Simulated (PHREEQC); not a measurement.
0.5 mol of Basaluminite (Al4(OH)10SO4) is brought to equilibrium with 1 kg of water holding 0.026 mol NaHCO3, with rising amounts of NH4HCO3, at 25 °C. O2 is buffered at 0.21 atm. No CO2 enters from the air. Names ending in (a), (am) or -a are amorphous solids. Only these solids could form: Basaluminite, Al(OH)3(a), Mirabilite, Nahcolite, Natron.

All values are PHREEQC results (ion-association model, wateq4f.dat), not measurements.

| NH4HCO3 added (mol) | pH | dissolved Al (mol/kgw) | dissolved S (mol/kgw) | Al(OH)3(a) (mol) |
|---|---|---|---|---|
| 0 | 7.99 | 0.000155 | 5.83e-5 | 7.79e-5 |
| 0.00208 | 7.96 | 0.000146 | 5.27e-5 | 6.47e-5 |
| 0.00417 | 7.94 | 0.000139 | 4.89e-5 | 5.61e-5 |
| 0.00625 | 7.92 | 0.000134 | 4.62e-5 | 5.04e-5 |
| 0.00833 | 7.90 | 0.000130 | 4.42e-5 | 4.66e-5 |
| 0.0104 | 7.89 | 0.000127 | 4.27e-5 | 4.39e-5 |
| 0.0125 | 7.88 | 0.000124 | 4.16e-5 | 4.21e-5 |
| 0.0146 | 7.87 | 0.000122 | 4.08e-5 | 4.10e-5 |
| 0.0167 | 7.86 | 0.000120 | 4.01e-5 | 4.03e-5 |
| 0.0187 | 7.86 | 0.000119 | 3.96e-5 | 4.00e-5 |
| 0.0208 | 7.85 | 0.000117 | 3.93e-5 | 3.99e-5 |
| 0.0229 | 7.84 | 0.000116 | 3.90e-5 | 4.00e-5 |
| 0.025 | 7.84 | 0.000115 | 3.88e-5 | 4.04e-5 |

Carbamate, which ammonia and carbonate form, is missing from the database.
